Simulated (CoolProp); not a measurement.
Values from CoolProp's reference Helmholtz-energy equation of state, Guder 2009.

Give the vapour pressure (kPa), liquid viscosity (µPa s), vapour viscosity (µPa s), liquid conductivity (mW/(m K)) of saturated sulfur hexafluoride at 258.5 K.


```tsv
T (K)	p (kPa)	liquid viscosity (µPa s)	vapour viscosity (µPa s)	liquid conductivity (mW/(m K))
258.5	816	237	13.9	66.4
```

Viscosity comes from a separate model (Quiñones-Cisneros 2012). Thermal conductivity comes from a separate model (Assael 2012).
